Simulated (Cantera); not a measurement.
Charge: 1 mol SiCl₄, 2.1 mol Cl₂, 1 mol H₂, equilibrated at 1148.15 K and 100000 Pa.

Cantera equilibrium calculation (NASA polynomials, part measured and part estimated; ideal gas, pure solids and liquids). Rates play no part.

| species | before | after |
|---|---|---|
| HCl | 0.487 | 0.466 |
| SiCl₄ | 0.244 | 0.233 |
| Cl₂ | 0.267 | 0.213 |
| Cl | 0.00139 | 0.0877 |
| SiCl₃ | 2.03e-8 | 0.000186 |
Gas species are given as mole fractions.

Task: Name the change that produced these shifts.
(A) H₂ from 1 to 3.1 mol
(B) H₂ from 1 to 1.8 mol
(C) pressure from 100000 Pa to 420000 Pa
(D) temperature from 1148.15 K to 1698 K

Result: D, temperature from 1148.15 K to 1698 K. The tables' values for SiCl₃ are old estimates; treat these amounts as uncertain
